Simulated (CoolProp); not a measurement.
Vapour-liquid equilibrium of CH2F2 (R32) (1) + R134a (2) at 1.27 bar; x and y are mole fractions of (1).

Computed with CoolProp (multi-fluid Helmholtz-energy mixture model, Tillner-Roth 1997 and Tillner-Roth 1994; pair parameters Lemmon 2004).

```
x     bubble temperature, mixture model (°C)  bubble temperature, Raoult's law (°C)  y, mixture model  y, Raoult's law
----  --------------------------------------  -------------------------------------  ----------------  ---------------
0.05                                   -23.4                                  -23.3             0.139            0.141
0.15                                   -27.5                                  -27.3             0.355            0.360
0.25                                   -31.0                                  -30.8             0.512            0.521
0.35                                   -34.0                                  -33.8             0.631            0.641
0.45                                   -36.7                                  -36.5             0.723            0.734
0.55                                   -39.0                                  -38.9             0.796            0.808
0.65                                   -41.1                                  -41.0             0.856            0.866
0.75                                   -43.0                                  -43.0             0.906            0.914
0.85                                   -44.7                                  -44.7             0.948            0.953
0.95                                   -46.4                                  -46.4             0.984            0.986
```

The largest gap from Raoult's law is -0.2 K in bubble temperature, at x = 0.25. No azeotrope shows between x = 0.05 and 0.95.

The pair parameters rest on a limited set of measurements; away from them the model extrapolates.
